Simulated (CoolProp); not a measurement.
Model: reference Helmholtz-energy equation of state, Lemmon 2004, in CoolProp. It is a short technical equation, of lower accuracy than the large ones.

For n-dodecane, give the phase and the speed of sound (m/s), viscosity (µPa s) at 222.25 °C and 0.0196 MPa; 222.25 °C and 0.348 MPa.


- 222.25 °C and 0.0196 MPa: gas; speed of sound 155, viscosity 7.57
- 222.25 °C and 0.348 MPa: liquid; speed of sound 620, viscosity 187

Viscosity comes from a separate model (Huber 2004).
